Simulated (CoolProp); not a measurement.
Model: reference Helmholtz-energy equation of state, Lemmon 2006, in CoolProp. It is a short technical equation, of lower accuracy than the large ones.

**Question.** For C2F6 (R116), give the phase and the density (kg/m³), cp (kJ/(kg K)), viscosity (µPa s), fugacity coefficient at 35.85 °C and 0.381 MPa.

**Answer.** 
- 35.85 °C and 0.381 MPa: gas; density 21.2, cp 0.805, viscosity 14.6, fugacity coefficient 0.966

Viscosity comes from a separate model (Huber 2003), an estimate that may be off by 10 % or more.
